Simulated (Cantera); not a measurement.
A perfectly stirred reactor is fed with 20.5 % H2, 15.6 % O2, 58.5 % N2, 5.34 % H2O, equivalence ratio 0.66, at 0.563 atm; it is adiabatic with a 500 K inlet, and is followed from long to short residence time, starting on the burning branch (τ in s: 0.49, 0.22, 0.1, 0.046, 0.021, 0.0095, 0.0043, 0.0019, 0.00088, 0.0004, 0.00018, 8.2e-05, 3.7e-05).

Computed with Cantera and GRI-Mech 3.0 (53 species, 325 reactions).

x: mole fraction; the columns are a selection and need not sum to one.

| τ (s) | T (K) | x H2 | x O2 | x H2O | x NO | x N2O |
|---|---|---|---|---|---|---|
| 0.49 | 2001 | 0.000576 | 0.0582 | 0.286 | 0.000397 | 1.54e-7 |
| 0.22 | 1999 | 0.000700 | 0.0582 | 0.286 | 0.000218 | 1.70e-7 |
| 0.10 | 1995 | 0.000947 | 0.0582 | 0.285 | 0.000133 | 1.94e-7 |
| 0.046 | 1987 | 0.00140 | 0.0581 | 0.284 | 8.85e-5 | 2.17e-7 |
| 0.021 | 1973 | ? | 0.0581 | 0.282 | ? | 2.24e-7 |
| 0.0095 | 1950 | 0.00355 | 0.0581 | 0.279 | 4.19e-5 | 2.07e-7 |
| 0.0043 | 1915 | 0.00561 | 0.0584 | 0.275 | 2.91e-5 | 1.76e-7 |
| 0.0019 | 1862 | 0.00865 | 0.0591 | 0.269 | 2.19e-5 | 1.43e-7 |
| 0.00088 | 1790 | 0.0123 | 0.0604 | 0.262 | 1.91e-5 | 1.17e-7 |
| 0.00040 | 1694 | 0.0168 | 0.0625 | 0.252 | 1.72e-5 | 9.49e-8 |
| 0.00018 | 1574 | ? | 0.0658 | 0.241 | ? | ? |
| 8.2e-5 | 1434 | 0.0306 | 0.0718 | 0.226 | 8.40e-6 | 5.64e-8 |
| 3.7e-5 | 1217 | 0.0672 | 0.0921 | 0.187 | 1.88e-6 | 2.28e-8 |

Task: Some entries are withheld; supply them.

Result: 
- 0.021, x H2: 0.00221
- 0.021, x NO: 6.11e-5
- 0.00018, x H2: 0.0221
- 0.00018, x NO: 1.37e-5
- 0.00018, x N2O: 7.59e-8
